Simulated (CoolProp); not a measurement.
The numbers come from the reference Helmholtz-energy equation of state, Setzmann 1991 in CoolProp.

### Question
Give the vapour pressure (MPa), vapour density (kg/m³), enthalpy of vaporisation (kJ/kg), liquid viscosity (µPa s) of saturated methane at 153.6, 162.7, 177.9 K.

### Answer
| T (K) | p (MPa) | vapour density (kg/m³) | enthalpy of vaporisation (kJ/kg) | liquid viscosity (µPa s) |
|---|---|---|---|---|
| 153.6 | 1.22 | 19.2 | 399 | 53.9 |
| 162.7 | 1.77 | 28.5 | 360 | 45.7 |
| 177.9 | 3.06 | 55.5 | 265 | 32.9 |

Viscosity comes from a separate model (Quiñones-Cisneros 2006).
